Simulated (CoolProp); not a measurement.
Isohexane at several states: density (kg/m³) from the reference equation and from simpler models built on Tc = 497.7 K, pc = 3.043 MPa, ω = 0.280; each cubic takes its own stable root.

Model: reference Helmholtz-energy equation of state, Lemmon 2006, in CoolProp. It is a short technical equation, of lower accuracy than the large ones.

```tsv
T (K)	p (MPa)	phase	reference
272.6	0.0184	liquid	671.6
218.2	0.0241	liquid	718.9
283.7	0.381	liquid	662.0
301.8	0.0524	liquid	645.2
172.7	0.284	liquid	758.5
409.7	0.0386	gas	0.9850
```

How far does each simpler model (van der Waals, Redlich-Kwong, Soave-Redlich-Kwong, Peng-Robinson) lie from the reference over these 6 states: mean and median of the absolute difference, and the worst?


- van der Waals: mean 63.4 %, median 70.3 %, worst -99.9 % at 272.6 K and 0.0184 MPa
- Redlich-Kwong: mean 39.0 %, median 11.5 %, worst -99.9 % at 272.6 K and 0.0184 MPa
- Soave-Redlich-Kwong: mean 7.6 %, median 8.4 %, worst -11.1 % at 172.7 K and 0.284 MPa
- Peng-Robinson: mean 2.0 %, median 2.4 %, worst +3.6 % at 301.8 K and 0.0524 MPa

At some of these states van der Waals, Redlich-Kwong gives the other phase, because its saturation line lies elsewhere.
